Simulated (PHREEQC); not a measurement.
A made-up water analysis in mg/kgw, 25 °C, pH 3.92, pe 10.1: Na 37.8; K 2.75; Ca 10.6; Mg 59.2; Cl 73.5; S(6) as SO4 257; Ni 0.049; Cu(2) 6.18; Mn(2) 0.103; Fe(3) 1.02.

Na is adjusted to close the charge balance.
Valence states are taken as typed.

Equilibrium calculation in PHREEQC: ion-association model, wateq4f.dat.

This is a speciation only: nothing precipitates in the calculation.

What ionic strength does the model give?

ionic strength 0.0109 mol/kgw.

In which forms is Ca present?

Ca+2 84 %, CaSO4 16 % of the Ca.

Saturation is exceeded, for instance for Jarosite-K, Hematite (slow to form); the values hold only as long as no solid forms. Species that the database lacks are ignored.
